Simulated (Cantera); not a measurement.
Input (Python, Cantera) and output of one run.

```python
import numpy as np
import cantera as ct

gas_names = """
    Cu CuO Cu2 H HO2 H2 H2O H2O2 O OH O2 O3
""".split()
cond_names = """
    Cu(cr) Cu(L) CuO(s) CuO2H2(s) Cu2O(s) Cu2O(L) H2O(s) H2O(L)
""".split()


# ... load() reads the species with a 1 bar reference pressure and builds the phases ...
atoms = {
    'Cu': {'Cu': 1},
    'H2O': {'H': 2, 'O': 1},
    'H2': {'H': 2},
}
top_T = {'CuO(s)': 1390}  # K; cautious upper limits of use, not melting points


# ... equilibrate(T, P, feed) seeds the gas with the atoms and calls Mixture.equilibrate('TP', solver="vcs", rtol=1e-11, max_steps=5000) ...
results = []
P = 133.322  # Pa
for T in [1250, 1300, 1350, 1400, 1450, 1500, 1550, 1600, 1650, 1700, 1750, 1800, 1850]:
    for m in [4, 5.3, 7, 9.3, 12, 16, 22, 29, 38, 50, 67, 89, 120]:
        feed = {'Cu': 1, 'H2O': 0.072, 'H2': m}  # mol
        mix = equilibrate(T, P, feed)
        results.append((T, P, feed, dict(zip(mix.species_names, mix.species_moles))))

for T, P, feed, n in results:
    print(f"{T:7g} {feed['H2']:10.4g}  " + (" + ".join(c for c in cond_names if n.get(c, 0) > 1e-12) or "gas only"))
```

It prints:

```
   1250          4  Cu(cr)
   1250        5.3  Cu(cr)
   1250          7  Cu(cr)
   1250        9.3  Cu(cr)
   1250         12  Cu(cr)
   1250         16  Cu(cr)
   1250         22  Cu(cr)
   1250         29  Cu(cr)
   1250         38  Cu(cr)
   1250         50  Cu(cr)
   1250         67  Cu(cr)
   1250         89  Cu(cr)
   1250        120  Cu(cr)
   1300          4  Cu(cr)
   1300        5.3  Cu(cr)
   1300          7  Cu(cr)
   1300        9.3  Cu(cr)
   1300         12  Cu(cr)
   1300         16  Cu(cr)
   1300         22  Cu(cr)
   1300         29  Cu(cr)
   1300         38  Cu(cr)
   1300         50  Cu(cr)
   1300         67  Cu(cr)
   1300         89  Cu(cr)
   1300        120  Cu(cr)
   1350          4  Cu(cr)
   1350        5.3  Cu(cr)
   1350          7  Cu(cr)
   1350        9.3  Cu(cr)
   1350         12  Cu(cr)
   1350         16  Cu(cr)
   1350         22  Cu(cr)
   1350         29  Cu(cr)
   1350         38  Cu(cr)
   1350         50  Cu(cr)
   1350         67  Cu(cr)
   1350         89  Cu(cr)
   1350        120  Cu(cr)
   1400          4  Cu(L)
   1400        5.3  Cu(L)
   1400          7  Cu(L)
   1400        9.3  Cu(L)
   1400         12  Cu(L)
   1400         16  Cu(L)
   1400         22  Cu(L)
   1400         29  Cu(L)
   1400         38  Cu(L)
   1400         50  Cu(L)
   1400         67  Cu(L)
   1400         89  Cu(L)
   1400        120  Cu(L)
   1450          4  Cu(L)
   1450        5.3  Cu(L)
   1450          7  Cu(L)
   1450        9.3  Cu(L)
   1450         12  Cu(L)
   1450         16  Cu(L)
   1450         22  Cu(L)
   1450         29  Cu(L)
   1450         38  Cu(L)
   1450         50  Cu(L)
   1450         67  Cu(L)
   1450         89  Cu(L)
   1450        120  Cu(L)
   1500          4  Cu(L)
   1500        5.3  Cu(L)
   1500          7  Cu(L)
   1500        9.3  Cu(L)
   1500         12  Cu(L)
   1500         16  Cu(L)
   1500         22  Cu(L)
   1500         29  Cu(L)
   1500         38  Cu(L)
   1500         50  Cu(L)
   1500         67  Cu(L)
   1500         89  Cu(L)
   1500        120  Cu(L)
   1550          4  Cu(L)
   1550        5.3  Cu(L)
   1550          7  Cu(L)
   1550        9.3  Cu(L)
   1550         12  Cu(L)
   1550         16  Cu(L)
   1550         22  Cu(L)
   1550         29  Cu(L)
   1550         38  Cu(L)
   1550         50  Cu(L)
   1550         67  Cu(L)
   1550         89  gas only
   1550        120  gas only
   1600          4  Cu(L)
   1600        5.3  Cu(L)
   1600          7  Cu(L)
   1600        9.3  Cu(L)
   1600         12  Cu(L)
   1600         16  Cu(L)
   1600         22  Cu(L)
   1600         29  Cu(L)
   1600         38  gas only
   1600         50  gas only
   1600         67  gas only
   1600         89  gas only
   1600        120  gas only
   1650          4  Cu(L)
   1650        5.3  Cu(L)
   1650          7  Cu(L)
   1650        9.3  Cu(L)
   1650         12  Cu(L)
   1650         16  gas only
   1650         22  gas only
   1650         29  gas only
   1650         38  gas only
   1650         50  gas only
   1650         67  gas only
   1650         89  gas only
   1650        120  gas only
   1700          4  Cu(L)
   1700        5.3  Cu(L)
   1700          7  Cu(L)
   1700        9.3  gas only
   1700         12  gas only
   1700         16  gas only
   1700         22  gas only
   1700         29  gas only
   1700         38  gas only
   1700         50  gas only
   1700         67  gas only
   1700         89  gas only
   1700        120  gas only
   1750          4  gas only
   1750        5.3  gas only
   1750          7  gas only
   1750        9.3  gas only
   1750         12  gas only
   1750         16  gas only
   1750         22  gas only
   1750         29  gas only
   1750         38  gas only
   1750         50  gas only
   1750         67  gas only
   1750         89  gas only
   1750        120  gas only
   1800          4  gas only
   1800        5.3  gas only
   1800          7  gas only
   1800        9.3  gas only
   1800         12  gas only
   1800         16  gas only
   1800         22  gas only
   1800         29  gas only
   1800         38  gas only
   1800         50  gas only
   1800         67  gas only
   1800         89  gas only
   1800        120  gas only
   1850          4  gas only
   1850        5.3  gas only
   1850          7  gas only
   1850        9.3  gas only
   1850         12  gas only
   1850         16  gas only
   1850         22  gas only
   1850         29  gas only
   1850         38  gas only
   1850         50  gas only
   1850         67  gas only
   1850         89  gas only
   1850        120  gas only
```

Equilibrium computed with Cantera from the NASA thermochemical tables; the gas is ideal and each condensed phase is pure.
